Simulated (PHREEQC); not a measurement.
## Reverse-osmosis permeate

Synthetic water in mg/L, 82 °C, pH 5.85, pe 2.9: Na 8.17; K 0.11; Ca 8.59; Mg 0.836; Cl 4.5; S(6) as SO4 22.4; Alkalinity as HCO3 16.6; B 0.0201; Mn(2) 0.00562; Li 0.0127.

Na is adjusted to close the charge balance.
Valence states are taken as typed.

Computed with PHREEQC (ion-association model, phreeqc.dat).

```
Item                           Result
--------------------  ---------------
ionic strength        0.00130 mol/kgw
specific conductance        254 µS/cm
```

```tsv
species	molality	activity	log γ
CO2	0.000815	0.000815	0.000
Na+	0.000363	0.000347	-0.020
HCO3-	0.000272	0.000260	-0.019
SO4-2	0.000221	0.000185	-0.078
Ca+2	0.000205	0.000172	-0.078
Cl-	0.000127	0.000121	-0.020
Mg+2	3.05e-5	2.55e-5	-0.077
CaSO4	8.06e-6	8.06e-6	0.000
MgSO4	3.78e-6	3.78e-6	0.000
K+	2.80e-6	2.68e-6	-0.020
H3BO3	1.86e-6	1.86e-6	0.000
Li+	1.83e-6	1.75e-6	-0.019
H+	1.47e-6	1.41e-6	-0.019
CaHCO3+	8.93e-7	8.54e-7	-0.019
NaSO4-	4.54e-7	4.34e-7	-0.019
OH-	2.09e-7	1.99e-7	-0.020
```

Precipitation was switched off in this run. At this temperature some constants are extrapolated from 25 °C, and those without enthalpy data are left unchanged.
